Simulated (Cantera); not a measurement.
Equilibrium for boron, boron nitride and boron oxide: B + O2 + H2 + NH3

Input: 1 mol B, 2.7 mol O2, 1 mol H2, 1 mol NH3.

Method: chemical equilibrium by Gibbs-energy minimisation in Cantera with the NASA 1993 tables (ideal gas, pure condensed phases). Candidate condensed phases: B, BN, B2O3, B3O3H3, H2O; 39 gas species. Rates play no part.

Stable condensed phases:

```
T in K \ P in Pa
             10     28     77    220    600   1700   4600  13000  36000 100000
   2223       A      A      A      A      A      A      A      A      A      A
   2123       A      A      A      A      A      A      A      A      A      A
   2023       A      A      A      A      A      A      A      A      A      A
   1923       A      A      A      A      A      A      A      A      A      A
   1823       A      A      A      A      A      A      A      A      A      B
   1723       A      A      A      A      A      A      A      A      B      B
   1623       A      A      A      A      A      A      B      B      B      B
   1523       A      A      A      A      A      B      B      B      B      B
   1423       A      A      A      B      B      B      B      B      B      B
   1323       A      B      B      B      B      B      B      B      B      B
   1223       B      B      B      B      B      B      B      B      B      B
   1123       B      B      B      B      B      B      B      B      B      B
   1023       B      B      B      B      B      B      B      B      B      B
    923       B      B      B      B      B      B      B      B      B      B
```

A: gas only; B: B2O3.
